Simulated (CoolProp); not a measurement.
Vapour-liquid equilibrium of R125 (1) + propylene (2) at -13.45 °C; x and y are mole fractions of (1).

Model: multi-fluid Helmholtz-energy mixture model, Lemmon 2005 and Lemmon 2013; pair parameters Bell 2016, in CoolProp.

Task: Give the bubble pressure and the first vapour's composition at x = 0.35, 0.8, 0.95. Is there an azeotrope?

Result: x = 0.35: 0.5132 MPa, y = 0.436; x = 0.8: 0.5020 MPa, y = 0.720; x = 0.95: 0.4536 MPa, y = 0.905. y crosses x between x = 0.5 and 0.65: the model has an azeotrope there.

The pair parameters rest on a limited set of measurements; away from them the model extrapolates.
